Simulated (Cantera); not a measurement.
## Equilibrium for carbon deposition, reforming and gasification: C2H6 + H2 + N2

Charge: 1 mol C2H6, 6.7 mol H2, 30 mol N2, held at 1 atm.

These are equilibrium values from Cantera (NASA tables, ideal gas, pure condensed phases), not measurements of a reactor. Candidate condensed phases: C, C6H6, C7H8, C8H18; 92 gas species. Kinetics and transport are ignored.

At 402 °C nothing is condensed. From 552 °C to 2202 °C the condensed part is C(graphite). At 2352 °C nothing is condensed. The main C-bearing gas is CH4 at 402 °C and HCN at 2352 °C.

| T (°C) | log p N2 | log p H2 | log p CH4 | log p HCN | log p H | n C(graphite) |
|---|---|---|---|---|---|---|
| 402 | -0.09 | -0.82 | -1.27 | -9.90 | <-11 | 0 |
| 552 | -0.10 | -0.72 | -1.49 | -7.18 | -11.46 | 0.760 |
| 702 | -0.11 | -0.63 | -2.16 | -5.83 | -9.26 | 1.73 |
| 852 | -0.12 | -0.61 | -2.76 | -4.88 | -7.66 | 1.93 |
| 1002 | -0.12 | -0.61 | -3.25 | -4.15 | -6.44 | 1.98 |
| 1152 | -0.12 | -0.61 | -3.64 | -3.58 | -5.47 | 1.98 |
| 1302 | -0.12 | -0.61 | -3.96 | -3.12 | -4.69 | 1.96 |
| 1452 | -0.12 | -0.61 | -4.22 | -2.74 | -4.04 | 1.92 |
| 1602 | -0.12 | -0.61 | -4.44 | -2.42 | -3.49 | 1.84 |
| 1752 | -0.12 | -0.61 | -4.63 | -2.16 | -3.02 | 1.69 |
| 1902 | -0.12 | -0.62 | -4.80 | -1.93 | -2.62 | 1.46 |
| 2052 | -0.12 | -0.63 | -4.96 | -1.73 | -2.27 | 1.11 |
| 2202 | -0.13 | -0.65 | -5.11 | -1.57 | -1.97 | 0.628 |
| 2352 | -0.13 | -0.68 | -5.26 | -1.43 | -1.71 | 0 |
log p: log10 of the partial pressure in bar; n: condensed amount in mol.
